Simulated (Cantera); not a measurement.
Cantera run:

```python
import numpy as np
import cantera as ct

gas_names = """
    F FO FO2 F2 F2O N NF NF2 NF3 NO NO2 NO3 N2 N2O O O2 O3
""".split()
cond_names = """

""".split()


def load(file, names, dense=False):
    # The tables refer to 1 bar. Condensed volumes are neglected.
    table = {s.name: s for s in ct.Species.list_from_file(file)}
    out = []
    for n in names:
        d = dict(table[n].input_data)
        d["thermo"] = dict(d["thermo"], **{"reference-pressure": 1e5})
        if dense:
            d["equation-of-state"] = {"model": "constant-volume", "density": "1e6 g/cm^3"}
        out.append(ct.Species.from_dict(d))
    return out


gas = ct.Solution(thermo="ideal-gas", species=load("nasa_gas.yaml", gas_names))
cond = {s.name: ct.Solution(thermo="fixed-stoichiometry", species=[s], name=s.name)
        for s in load("nasa_condensed.yaml", cond_names, dense=True)}
atoms = {
    'NF3': {'N': 1, 'F': 3},
    'O2': {'O': 2},
    'N2': {'N': 2},
}
top_T = {}  # K; cautious upper limits of use, not melting points


def equilibrate(T, P, feed):
    n = {}
    for name, mol in feed.items():
        for a, k in atoms[name].items():
            n[a] = n.get(a, 0.0) + k * mol
    gas.TPX = T, P, n
    mass = sum(n.values()) * gas.mean_molecular_weight
    gas.equilibrate("TP")
    valid = [c for c in cond.values() if c.min_temp <= T <= top_T.get(c.name, c.max_temp)]
    mix = ct.Mixture([(gas, mass / gas.mean_molecular_weight)] + [(c, 0.0) for c in valid])
    mix.T, mix.P = T, P
    mix.equilibrate("TP", solver="vcs", rtol=1e-11, max_steps=5000)
    return mix


results = []
feed = {'NF3': 1, 'O2': 0.057, 'N2': 23}  # mol
T = 3023.15  # K
P = 101325  # Pa
mix = equilibrate(T, P, feed)
results.append((T, P, feed, dict(zip(mix.species_names, mix.species_moles))))
x = sorted(zip(gas.X, gas.species_names), reverse=True)
print(f"T = {T:g} K  P = {P:g} Pa  gas = {mix.phase_moles(0):.4g} mol")
print("   x: " + "  ".join(f"{s} {v:.3e}" for v, s in x if v > 1e-05))
print("   condensed (mol): " + ("  ".join(f"{mix.phase(i).name} {mix.phase_moles(i):.4g}"
      for i in range(1, mix.n_phases) if mix.phase_moles(i) > 1e-12) or "none"))
```

Output:

```
T = 3023.15 K  P = 101325 Pa  gas = 26.58 mol
   x: N2 8.831e-01  F 1.128e-01  O 1.953e-03  NO 1.819e-03  O2 2.574e-04  N 1.508e-05
   condensed (mol): none
```

Equilibrium computed with Cantera from the NASA thermochemical tables; the gas is ideal and each condensed phase is pure.
